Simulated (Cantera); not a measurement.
Cantera run:

```python
import numpy as np
import cantera as ct

gas_names = [...]  # 113 gases of nasa_gas.yaml made of C, H, O, Ti
cond_names = """
    C(gr) C6H6(L) C7H8(L) C8H18(L),n-octa H2O(s) H2O(L) Ti(a) Ti(b) Ti(L) TiC(s) TiC(L) TiO(a) TiO(b)
    TiO(L) TiO2(ru) TiO2(L) Ti2O3(a) Ti2O3(b) Ti2O3(L) Ti3O5(a) Ti3O5(b) Ti3O5(L) Ti4O7(s) Ti4O7(L)
""".split()


# ... load() reads the species with a 1 bar reference pressure and builds the phases ...
atoms = {
    'Ti(OiPr)4': {'Ti': 1, 'C': 12, 'H': 28, 'O': 4},
    'O2': {'O': 2},
}
top_T = {'C(gr)': 4500}  # K; cautious upper limits of use, not melting points


# ... equilibrate(T, P, feed) seeds the gas with the atoms and calls Mixture.equilibrate('TP', solver="vcs", rtol=1e-11, max_steps=5000) ...
results = []
feed = {'Ti(OiPr)4': 1, 'O2': 0.75}  # mol
P = 480  # Pa
for T in [1073, 1173, 1273, 1373, 1473, 1573, 1673, 1773, 1873, 1973, 2073, 2173, 2273]:
    mix = equilibrate(T, P, feed)
    results.append((T, P, feed, dict(zip(mix.species_names, mix.species_moles))))

top = {s: max(r[3][s] / sum(r[3][g] for g in gas_names) for r in results) for s in gas_names}
cols = sorted((s for s in top if top[s] > 0.001), key=lambda s: -top[s])[:9]
seen = [c for c in cond_names if any(r[3].get(c, 0) > 1e-12 for r in results)]
print("log10 of partial pressures in bar; condensed amounts in mol")
print(f"{'T/K':>10s}" + "".join(f"{s[:9]:>10s}" for s in cols + seen))
for T, P, feed, n in results:
    ng = sum(n[g] for g in gas_names)
    print(f"{T:10.4g}" + "".join(f"{np.log10(max(n[s] / ng * P / 1e5, 1e-99)):10.3f}" for s in cols)
          + "".join(f"{n.get(c, 0):10.4g}" for c in seen))
```

Result:

```
log10 of partial pressures in bar; condensed amounts in mol
       T/K        H2        CO         H C2H2,acet     C(gr)    TiC(s)  Ti3O5(b)  Ti4O7(s)
      1073    -2.422    -2.994    -9.065   -10.566      8.25         0         0      0.25
      1173    -2.424    -2.986    -8.140    -9.637     8.166         0    0.3333         0
      1273    -2.463    -2.868    -7.378    -8.893       5.5         1         0         0
      1373    -2.463    -2.868    -6.709    -8.225       5.5         1         0         0
      1473    -2.463    -2.868    -6.129    -7.649       5.5         1         0         0
      1573    -2.463    -2.869    -5.622    -7.148     5.499         1         0         0
      1673    -2.463    -2.869    -5.175    -6.708     5.498         1         0         0
      1773    -2.465    -2.869    -4.778    -6.318     5.496         1         0         0
      1873    -2.467    -2.870    -4.424    -5.973     5.491         1         0         0
      1973    -2.472    -2.872    -4.106    -5.665     5.482         1         0         0
      2073    -2.480    -2.875    -3.820    -5.392     5.466         1         0         0
      2173    -2.494    -2.881    -3.564    -5.150     5.441    0.9999         0         0
      2273    -2.518    -2.890    -3.334    -4.941     5.401    0.9997         0         0
```

Equilibrium computed with Cantera from the NASA thermochemical tables; the gas is ideal and each condensed phase is pure. The feed counts by its element totals alone. TiC: taken at fixed stoichiometry. Condensed phases not in the tables: Magnéli phases beyond Ti4O7.
